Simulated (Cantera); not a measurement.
Source: NASA polynomial tables (part measured, part estimated), evaluated in Cantera. Values are per mole of reaction as written; species without (g) are pure solids or liquids, kept so even where they would boil at 1 bar.

VO2(g) + 2 N(g) ⇌ 2 NO(g) + V

```json
[
 {"T (K)": "300", "ΔH° (kJ)": "-530.2", "ΔS° (J/K)": "-121.5", "ΔG° (kJ)": "-493.8", "log10 K": "85.97"},
 {"T (K)": "898", "ΔH° (kJ)": "?", "ΔS° (J/K)": "?", "ΔG° (kJ)": "?", "log10 K": "?"},
 {"T (K)": "1048", "ΔH° (kJ)": "?", "ΔS° (J/K)": "?", "ΔG° (kJ)": "?", "log10 K": "?"},
 {"T (K)": "1198", "ΔH° (kJ)": "-531.4", "ΔS° (J/K)": "-124.2", "ΔG° (kJ)": "-382.7", "log10 K": "16.69"},
 {"T (K)": "1348", "ΔH° (kJ)": "?", "ΔS° (J/K)": "?", "ΔG° (kJ)": "?", "log10 K": "?"},
 {"T (K)": "1498", "ΔH° (kJ)": "-529.8", "ΔS° (J/K)": "-123.0", "ΔG° (kJ)": "-345.6", "log10 K": "12.05"},
 {"T (K)": "1648", "ΔH° (kJ)": "?", "ΔS° (J/K)": "?", "ΔG° (kJ)": "?", "log10 K": "?"},
 {"T (K)": "1798", "ΔH° (kJ)": "-526.9", "ΔS° (J/K)": "-121.2", "ΔG° (kJ)": "-309.0", "log10 K": "8.98"},
 {"T (K)": "1948", "ΔH° (kJ)": "-524.9", "ΔS° (J/K)": "-120.1", "ΔG° (kJ)": "-290.9", "log10 K": "7.80"}
]
```

Question: What belongs in the gaps?

Answer: 
- 898, ΔH° (kJ): -531.9
- 898, ΔS° (J/K): -124.5
- 898, ΔG° (kJ): -420.0
- 898, log10 K: 24.43
- 1048, ΔH° (kJ): -531.8
- 1048, ΔS° (J/K): -124.5
- 1048, ΔG° (kJ): -401.3
- 1048, log10 K: 20.00
- 1348, ΔH° (kJ): -530.8
- 1348, ΔS° (J/K): -123.6
- 1348, ΔG° (kJ): -364.1
- 1348, log10 K: 14.11
- 1648, ΔH° (kJ): -528.5
- 1648, ΔS° (J/K): -122.1
- 1648, ΔG° (kJ): -327.2
- 1648, log10 K: 10.37
